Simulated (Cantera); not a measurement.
An adiabatic, constant-volume homogeneous reactor starts with CH3OH : O2 : N2 = 1 : 1.72 : 6.48 (molar parts), equivalence ratio 0.87, at 1375 K and 1200000 Pa. Integrator tolerance rtol = 1e-08.

Model: GRI-Mech 3.0 (53 species, 325 reactions), integrated in Cantera. GRI-Mech 3.0 was tuned for natural gas; its chemistry of methanol as a main component is partial and can be far from experiment. The pressure lies above the range GRI-Mech 3.0 was tuned for (to about 10 atm). Above 3000 K some thermodynamic fits are extrapolated.

### Question
What does this change do: 0.39 parts H2O added?

### Answer
```tsv
quantity	before	after
time of steepest temperature rise	0.104 ms	94.0 µs
temperature at 6.00 s	2993 K	2942 K
equilibrium temperature	2993 K	2942 K
x(CH3OH) at 6.00 s	<1e-12 (gas-phase equilibrium <1e-12)	<1e-12 (gas-phase equilibrium <1e-12)
x(O2) at 6.00 s	0.0269 (gas-phase equilibrium 0.0269)	0.0255 (gas-phase equilibrium 0.0255)
x(N2O) at 6.00 s	4.17e-6 (gas-phase equilibrium 4.17e-6)	3.63e-6 (gas-phase equilibrium 3.63e-6)
x(C2H6) at 6.00 s	<1e-12 (gas-phase equilibrium <1e-12)	<1e-12 (gas-phase equilibrium <1e-12)
x(H2) at 6.00 s	0.00912 (gas-phase equilibrium 0.00912)	0.00930 (gas-phase equilibrium 0.00930)
x(C2H2) at 6.00 s	<1e-12 (gas-phase equilibrium <1e-12)	<1e-12 (gas-phase equilibrium <1e-12)
x(CH4) at 6.00 s	<1e-12 (gas-phase equilibrium <1e-12)	<1e-12 (gas-phase equilibrium <1e-12)
```

### Question
What does this change do: CH3OH 1 to 1.8 parts?

### Answer
```json
[
 {"quantity": "time of steepest temperature rise", "before": "0.104 ms", "after": "88.7 µs"},
 {"quantity": "temperature at 6.00 s", "before": "2993 K", "after": "3018 K"},
 {"quantity": "equilibrium temperature", "before": "2993 K", "after": "3018 K"},
 {"quantity": "x(CH3OH) at 6.00 s", "before": "<1e-12 (gas-phase equilibrium <1e-12)", "after": "3.28e-12 (gas-phase equilibrium 3.40e-12)"},
 {"quantity": "x(O2) at 6.00 s", "before": "0.0269 (gas-phase equilibrium 0.0269)", "after": "0.000848 (gas-phase equilibrium 0.000848)"},
 {"quantity": "x(N2O) at 6.00 s", "before": "4.17e-6 (gas-phase equilibrium 4.17e-6)", "after": "6.78e-7 (gas-phase equilibrium 6.78e-7)"},
 {"quantity": "x(C2H6) at 6.00 s", "before": "<1e-12 (gas-phase equilibrium <1e-12)", "after": "<1e-12 (gas-phase equilibrium <1e-12)"},
 {"quantity": "x(H2) at 6.00 s", "before": "0.00912 (gas-phase equilibrium 0.00912)", "after": "0.0660 (gas-phase equilibrium 0.0660)"},
 {"quantity": "x(C2H2) at 6.00 s", "before": "<1e-12 (gas-phase equilibrium <1e-12)", "after": "<1e-12 (gas-phase equilibrium <1e-12)"},
 {"quantity": "x(CH4) at 6.00 s", "before": "<1e-12 (gas-phase equilibrium <1e-12)", "after": "7.35e-11 (gas-phase equilibrium 8.41e-11)"}
]
```
